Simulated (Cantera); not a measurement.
Feed: 1 mol CuO, 2.8 mol CO, 1.9 mol H2, at 460 Pa.

Cantera equilibrium calculation (NASA polynomials, part measured and part estimated; ideal gas, pure solids and liquids). Candidate condensed phases: C, C6H6, C7H8, C8H18, Cu, CuO, Cu(OH)2, Cu2O, H2O; 113 gas species. The numbers say what is thermodynamically allowed, not how fast it happens.

What share of the Cu ends up in condensed phases as a function of T (K), at 848, 948, 1048, 1148, 1248, 1348, 1448, 1548, 1648, 1748, 1848?


```json
[
 {"T (K)": "848", "Cu condensed (%)": "100.0", "as": "Cu(s)"},
 {"T (K)": "948", "Cu condensed (%)": "100.0", "as": "Cu(s)"},
 {"T (K)": "1048", "Cu condensed (%)": "100.0", "as": "Cu(s)"},
 {"T (K)": "1148", "Cu condensed (%)": "100.0", "as": "Cu(s)"},
 {"T (K)": "1248", "Cu condensed (%)": "100.0", "as": "Cu(s)"},
 {"T (K)": "1348", "Cu condensed (%)": "100.0", "as": "Cu(s)"},
 {"T (K)": "1448", "Cu condensed (%)": "99.7", "as": "Cu(l)"},
 {"T (K)": "1548", "Cu condensed (%)": "98.2", "as": "Cu(l)"},
 {"T (K)": "1648", "Cu condensed (%)": "91.8", "as": "Cu(l)"},
 {"T (K)": "1748", "Cu condensed (%)": "68.1", "as": "Cu(l)"},
 {"T (K)": "1848", "Cu condensed (%)": "0.0", "as": "-"}
]
```
